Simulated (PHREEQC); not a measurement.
0.096 g of hydrous ferric oxide (600 m²/g; 0.2 weak and 0.005 strong sites per Fe, Dzombak-Morel constants, diffuse double layer) in 1 kg of water with 0.1 mol/kgw of an inert sodium salt and 1.2e-06 mol/kgw BaCl2 and 6.5e-05 mol/kgw Ag2SO4, at 25 °C; the pH is set by adding NaOH or the inert anion's acid. O2 is buffered at 0.21 atm. No CO2 enters from the air. Precipitation was switched off in this run.

Base run: PHREEQC, ion-association model, wateq4f.dat. Each further column changes one thing. The table gives Ag sorbed (%).

```tsv
pH	base	no electrostatic term (-no_edl)	background salt from 0.1 to 0.01 mol/kgw	oxide from 0.096 to 0.48 g/kgw	3.9e-05 mol/kgw CuCl2 added
3	0.0	0.0	0.0	0.0	0.0
3.67	0.0	0.0	0.0	0.0	0.0
4.33	0.0	0.0	0.0	0.2	0.0
5	0.2	0.0	0.3	1.3	0.0
5.67	1.3	0.1	1.5	6.5	0.1
6.33	3.1	1.2	3.3	15.0	0.4
7	4.5	3.8	4.6	21.5	1.6
7.67	6.8	6.5	7.3	30.6	4.6
8.33	15.1	14.8	16.4	52.3	11.6
9	36.4	27.9	39.4	79.8	28.0
9.67	64.1	35.6	68.5	94.1	51.4
10.33	82.9	37.8	87.6	98.4	71.6
11	91.2	37.1	95.5	99.5	85.5
```

The oxide is taken as insoluble; below pH 4 it would dissolve. In at least one series the solution becomes supersaturated in solids that the run did not let form, among them Ag2O. The database's constant for dissolved Cu(OH)2 is higher than later reviews accept.
